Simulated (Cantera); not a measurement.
Charge: 1 mol C₃H₆, 0.51 mol CO₂, at 1075 °C and 54000 Torr.

Method: chemical equilibrium by Gibbs-energy minimisation in Cantera with the NASA 1993 tables (ideal gas, pure condensed phases). Candidate condensed phases: C, C₆H₆, C₇H₈, C₈H₁₈, H₂O; 110 gas species. The ideal-gas law is rough above about 30 bar. Kinetics and transport are ignored.

Problem. What is the equilibrium state?

Solution. 
| Quantity | Result |
|---|---|
| x(H₂) | 0.570 |
| x(CO) | 0.228 |
| x(CH₄) | 0.136 |
| x(H₂O) | 0.0546 |
| x(CO₂) | 0.0112 |
| x(C₂H₆) | 5.68e-5 |
| x(C₂H₄) | 4.36e-5 |
| x(HCHO (formaldehyde)) | 4.36e-6 |
| n(C(graphite)) | 2.25 mol |
| gas amount | 3.344 mol |
